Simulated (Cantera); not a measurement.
A perfectly stirred reactor is fed with CH4 : H2O : H2 = 1 : 0.66 : 0.07 (molar parts), at 490000 Pa; it is held at 1875 K, and followed from long to short residence time.

Model: GRI-Mech 3.0 (53 species, 325 reactions), integrated in Cantera. GRI-Mech 3.0 stops at C3 and has no aromatics, soot or wall deposition, so with more carbon than oxygen in the feed, carbon stays in small species such as C2H2 where larger ones or solid carbon would form.

Task: What does this change do: pressure from 490000 Pa to 11000 Pa?

Result: 
| quantity | before | after |
|---|---|---|
| x(CH4) at τ = 27.0 s | 0.0209 | 0.00290 |
| x(H2O) at τ = 27.0 s | 0.000875 | 0.00397 |
| x(H2) at τ = 27.0 s | 0.738 | 0.749 |
| x(C2H4) at τ = 27.0 s | 0.00200 | 6.10e-5 |
| x(O2) at τ = 27.0 s | <1e-12 | 1.76e-12 |
| x(CH4) at τ = 72.0 ms | 0.0418 | 0.0494 |
| x(H2O) at τ = 72.0 ms | 0.0938 | 0.178 |
| x(H2) at τ = 72.0 ms | 0.654 | 0.585 |
| x(C2H4) at τ = 72.0 ms | 0.00379 | 0.000575 |
| x(O2) at τ = 72.0 ms | 2.33e-11 | 2.11e-9 |

Task: What does this change do: pressure from 490000 Pa to 10000 Pa?

Result: 
```
quantity                  before     after
----------------------  --------  --------
x(CH4) at τ = 27.0 s      0.0209   0.00291
x(H2O) at τ = 27.0 s    0.000875   0.00412
x(H2) at τ = 27.0 s        0.738     0.748
x(C2H4) at τ = 27.0 s    0.00200   5.57e-5
x(O2) at τ = 27.0 s       <1e-12  2.08e-12
x(CH4) at τ = 72.0 ms     0.0418    0.0503
x(H2O) at τ = 72.0 ms     0.0938     0.180
x(H2) at τ = 72.0 ms       0.654     0.582
x(C2H4) at τ = 72.0 ms   0.00379  0.000592
x(O2) at τ = 72.0 ms    2.33e-11   2.30e-9
```
